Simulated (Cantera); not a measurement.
Input: 1 mol Ta(OEt)₅, 8.2 mol CO₂, a varied amount of H₂, held at 850 K and 100 Torr.

Points: n(H2) (mol) = 4.7, 9.3, 18, 37, 73, 150, 290.

Cantera's Mixture.equilibrate('TP', solver="vcs", rtol=1e-11, max_steps=5000) on the NASA tables stopped like this:

```
ERROR: FAILURE its = 5001!

*******************************************************************************
CanteraError thrown by MultiPhase::equilibrate:
VCS solver failed. Return code: -1
*******************************************************************************
```

What got this run through?

One answer among several that fit: The failure is numerical, not chemical. The same input converged with solver="gibbs", rtol=1e-10, max_steps=50000, and the result passed a check of the equilibrium conditions:
```
log10 of partial pressures in bar; condensed amounts in mol
     n(H2)        H2        CO       CO2       H2O       CH4     C(gr)  Ta2O5(s)
       4.7    -1.202    -1.496    -1.658    -1.849    -2.610     6.368       0.5
       9.3    -1.156    -1.543    -1.753    -1.850    -2.517     6.257       0.5
        18    -1.100    -1.619    -1.905    -1.871    -2.406     5.961       0.5
        37    -1.038    -1.746    -2.159    -1.936    -2.282     5.094       0.5
        73    -0.989    -1.913    -2.492    -2.054    -2.185     3.094       0.5
       150    -0.950    -2.166    -2.937    -2.206    -2.167         0       0.5
       290    -0.919    -2.528    -3.448    -2.324    -2.320         0       0.5
```

The gas is ideal and each condensed phase is pure. The feed counts by its element totals alone.
